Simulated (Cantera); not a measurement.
A Cantera script and its output.

```python
import numpy as np
import cantera as ct

gas = ct.Solution("gri30.yaml")


def delay(T, t_max=10):
    gas.TPX = T, 1000000, {'CH3OH': 1, 'O2': 1.15, 'N2': 4.34}
    reactor = ct.IdealGasConstPressureReactor(gas, clone=False)
    net = ct.ReactorNet([reactor])
    net.rtol, net.atol = 1e-8, 1e-16
    while net.time < t_max:
        t_old, T_old = net.time, reactor.T
        net.step()
        if reactor.T > T + 400:  # ignition: a rise of 400 K
            return t_old + (T + 400 - T_old) / (reactor.T - T_old) * (net.time - t_old)
    return np.nan


taus = []
for T in [1323, 1398, 1473, 1548, 1623, 1698]:
    taus.append(delay(T))
    print(f"T0 = {T:6g} K   tau = {taus[-1]:.4e} s")
```

Output:

```
T0 =   1323 K   tau = 2.1737e-04 s
T0 =   1398 K   tau = 8.4236e-05 s
T0 =   1473 K   tau = 3.6920e-05 s
T0 =   1548 K   tau = 1.8018e-05 s
T0 =   1623 K   tau = 9.6220e-06 s
T0 =   1698 K   tau = 5.5265e-06 s
```

Computed with Cantera and GRI-Mech 3.0 (53 species, 325 reactions). GRI-Mech 3.0 was tuned for natural gas; its chemistry of methanol as a main component is partial and can be far from experiment.
